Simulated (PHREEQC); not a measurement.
Make-up at 5 °C: 0.0066 mol FeSO4, 9e-05 mol CuCl2 and 0.00057 mol Na2SO4 per kg of water. Closed to the air; pH follows from the charge balance.

The numbers come from PHREEQC with the ion-association model, wateq4f.dat.

No solid was allowed to form.

Question: Predict the pH, ionic strength.

Answer: pH 5.92; ionic strength 0.0232 mol/kgw.

Question: In which forms is S present?

Answer: SO4-2 82 %, FeSO4 18 % of the S.

Away from 25 °C the constants follow the database's enthalpies or fits; those with neither stay at their 25 °C values.
